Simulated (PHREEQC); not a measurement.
Solution (70 °C): 0.25 mol/kgw H2SO4 and 9.8e-05 mol/kgw CuSO4. Closed to the air; pH follows from the charge balance.

All values are PHREEQC results (ion-association model, wateq4f.dat), not measurements.

Each row changes one thing in this solution. Precipitation was switched off in this run.

```json
[
 {"case": "as made", "pH": "0.70", "ionic strength (mol/kgw)": "0.273", "HSO4- (mol/kgw)": "0.238", "SO4-2 (mol/kgw)": "0.0116", "Cu+2 (mol/kgw)": "8.28e-5", "CuSO4 (mol/kgw)": "1.52e-5", "SI of Chalcanthite (CuSO4:5H2O)": "-4.74", "SI of Tenorite (CuO)": "-9.42"},
 {"case": "0.023 mol/kgw TMAH added", "pH": "0.73", "ionic strength (mol/kgw)": "0.275", "HSO4- (mol/kgw)": "0.237", "SO4-2 (mol/kgw)": "0.0126", "Cu+2 (mol/kgw)": "8.17e-5", "CuSO4 (mol/kgw)": "1.63e-5", "SI of Chalcanthite (CuSO4:5H2O)": "-4.71", "SI of Tenorite (CuO)": "-9.35"},
 {"case": "H2SO4 from 0.25 to 0.05 mol/kgw", "pH": "1.33", "ionic strength (mol/kgw)": "0.0625", "HSO4- (mol/kgw)": "0.0439", "SO4-2 (mol/kgw)": "0.00616", "Cu+2 (mol/kgw)": "7.67e-5", "CuSO4 (mol/kgw)": "2.13e-5", "SI of Chalcanthite (CuSO4:5H2O)": "-4.59", "SI of Tenorite (CuO)": "-7.98"},
 {"case": "0.042 mol/kgw HBr added", "pH": "0.64", "ionic strength (mol/kgw)": "0.313", "HSO4- (mol/kgw)": "0.239", "SO4-2 (mol/kgw)": "0.0106", "Cu+2 (mol/kgw)": "8.52e-5", "CuSO4 (mol/kgw)": "1.28e-5", "SI of Chalcanthite (CuSO4:5H2O)": "-4.81", "SI of Tenorite (CuO)": "-9.55"},
 {"case": "H2SO4 from 0.25 to 0.5 mol/kgw", "pH": "0.41", "ionic strength (mol/kgw)": "0.530", "HSO4- (mol/kgw)": "0.485", "SO4-2 (mol/kgw)": "0.0152", "Cu+2 (mol/kgw)": "8.60e-5", "CuSO4 (mol/kgw)": "1.20e-5", "SI of Chalcanthite (CuSO4:5H2O)": "-4.83", "SI of Tenorite (CuO)": "-10.06"},
 {"case": "diluted 10-fold with water", "pH": "1.59", "ionic strength (mol/kgw)": "0.0342", "HSO4- (mol/kgw)": "0.0204", "SO4-2 (mol/kgw)": "0.00460", "Cu+2 (mol/kgw)": "7.57e-6", "CuSO4 (mol/kgw)": "2.23e-6", "SI of Chalcanthite (CuSO4:5H2O)": "-5.58", "SI of Tenorite (CuO)": "-8.39"},
 {"case": "CuSO4 from 9.8e-05 to 8.82e-05 mol/kgw", "pH": "0.69", "ionic strength (mol/kgw)": "0.273", "HSO4- (mol/kgw)": "0.238", "SO4-2 (mol/kgw)": "0.0116", "Cu+2 (mol/kgw)": "7.45e-5", "CuSO4 (mol/kgw)": "1.37e-5", "SI of Chalcanthite (CuSO4:5H2O)": "-4.78", "SI of Tenorite (CuO)": "-9.46"},
 {"case": "0.074 mol/kgw (CH3)4NCl added", "pH": "0.70", "ionic strength (mol/kgw)": "0.349", "HSO4- (mol/kgw)": "0.237", "SO4-2 (mol/kgw)": "0.0126", "Cu+2 (mol/kgw)": "6.51e-5", "CuSO4 (mol/kgw)": "1.06e-5", "SI of Chalcanthite (CuSO4:5H2O)": "-4.89", "SI of Tenorite (CuO)": "-9.55"},
 {"case": "0.04 mol/kgw KNO3 added", "pH": "0.70", "ionic strength (mol/kgw)": "0.314", "HSO4- (mol/kgw)": "0.237", "SO4-2 (mol/kgw)": "0.0120", "Cu+2 (mol/kgw)": "8.37e-5", "CuSO4 (mol/kgw)": "1.43e-5", "SI of Chalcanthite (CuSO4:5H2O)": "-4.76", "SI of Tenorite (CuO)": "-9.43"}
]
```

(CH3)4N+ isn't in the database: it is added as a free cation with an ion size of 4 Å. Constants without temperature data keep their 25 °C values here.
